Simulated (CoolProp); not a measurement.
Vapour-liquid equilibrium of propylene (1) + R142b (2) at 207.2 K; x and y are mole fractions of (1).

Computed with CoolProp (multi-fluid Helmholtz-energy mixture model, Lemmon 2013 and Lemmon 2006; pair parameters Bell 2016).

Q: Give the bubble pressure and the first vapour's composition at x = 0.05, 0.25, 0.35. Is there an azeotrope?

A: x = 0.05: 0.007135 MPa, y = 0.370; x = 0.25: 0.01632 MPa, y = 0.779; x = 0.35: 0.02037 MPa, y = 0.843. No azeotrope shows between x = 0.05 and 0.95.

The pair parameters rest on a limited set of measurements; away from them the model extrapolates.
